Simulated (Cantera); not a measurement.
A closed system holds: 1 mol Si3N4, 0.0013 mol H2O, 2.1 mol H2, equilibrated at 1275 K.

Method: chemical equilibrium by Gibbs-energy minimisation in Cantera with the NASA 1993 tables (ideal gas, pure condensed phases). Candidate condensed phases: H2O, Si, SiO2, Si2N2O, Si3N4; 35 gas species. Mutual solubility and eutectic melting of coexisting phases are not modelled. Rates play no part.

Which condensed phases are stable at each of these points (P (Pa)): 0.100, 0.750, 5.60, 42, 320, 2400, 18000, 130000, 1000000?


| P (Pa) | condensed phases | Si condensed (%) |
|---|---|---|
| 0.100 | Si(s) + Si3N4(s) | 100.0 |
| 0.750 | Si(s) + Si2N2O(s) + Si3N4(s) | 100.0 |
| 5.60 | Si(s) + Si2N2O(s) + Si3N4(s) | 100.0 |
| 42 | Si(s) + Si2N2O(s) + Si3N4(s) | 100.0 |
| 320 | Si2N2O(s) + Si3N4(s) | 100.0 |
| 2400 | Si2N2O(s) + Si3N4(s) | 100.0 |
| 18000 | Si2N2O(s) + Si3N4(s) | 100.0 |
| 130000 | Si2N2O(s) + Si3N4(s) | 100.0 |
| 1000000 | Si2N2O(s) + Si3N4(s) | 100.0 |

At 0.100 Pa the condensed part is Si(s) + Si3N4(s). From 0.750 Pa to 42.0 Pa the condensed part is Si(s) + Si2N2O(s) + Si3N4(s). From 3.20 mbar to 10.0 bar the condensed part is Si2N2O(s) + Si3N4(s).
